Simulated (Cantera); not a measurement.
A closed system holds: 1 mol Si₂Cl₆, 1.8 mol HCl, 190 mol H₂, held at 95.0 mbar.

These are equilibrium values from Cantera (NASA tables, ideal gas, pure condensed phases), not measurements of a reactor. Candidate condensed phases: Si; 19 gas species. The feed counts by its element totals alone. Equilibrium is a limit: real reactors are often held back by kinetics, nucleation or transport.

Over these rows the condensed part is Si(s). Partial pressures as log10 of bar:

```tsv
T (K)	1000/T (1/K)	log p SiCl₄	log p H₂	log p HCl
1098	0.9107	-3.56	-1.03	-2.75
1148	0.8711	-3.74	-1.04	-2.65
1198	0.8347	-4.00	-1.04	-2.58
1248	0.8013	-4.33	-1.04	-2.54
1298	0.7704	?	-1.04	-2.52
1348	0.7418	-5.08	-1.04	-2.51
```

### Question
Fit log p(SiCl₄) = a + b·(1000/T) to the five rows, give the apparent enthalpy, and predict the row at 1298 K.

### Answer
Means: 1000/T = 0.8319, log p = -4.142. Sxy = 0.152284, Sxx = 0.0168083, so b = 9.06 and a = -4.142 − (9.06)×0.8319 = -11.68.
Apparent enthalpy: −19.145 × (9.06) = -173 kJ/mol. With the condensed phases at unit activity, Si(s) + 4 HCl(g) = SiCl₄(g) + 2 H₂(g) links this pressure to the main gases: over the six rows their terms move log p by +0.98 in all, so the slope isn't that reaction's ΔH° alone. The five rows lie within 0.13 of the line; that is curvature, so one enthalpy describes this range poorly.
Prediction at 1298 K: -11.68 + (9.06)×0.7704 = -4.70. The computed value is -4.70, 0.00 from the line.
